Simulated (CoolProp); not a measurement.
Values from CoolProp's reference Helmholtz-energy equation of state, Thol 2019.

**Question.** Give the vapour pressure (MPa), liquid density (kg/m³), vapour density (kg/m³), surface tension (mN/m) of saturated tetradecamethylhexasiloxane (MD4M) at 204.95, 270.85 °C.

**Answer.** 
| T (°C) | p (MPa) | liquid density (kg/m³) | vapour density (kg/m³) | surface tension (mN/m) |
|---|---|---|---|---|
| 204.95 | 0.0252 | 704 | 3.05 | 7.06 |
| 270.85 | 0.129 | 623 | 15.3 | 3.76 |

Surface tension comes from a separate correlation (Mulero 2014), older than this fluid's equation and unchecked against measurements.
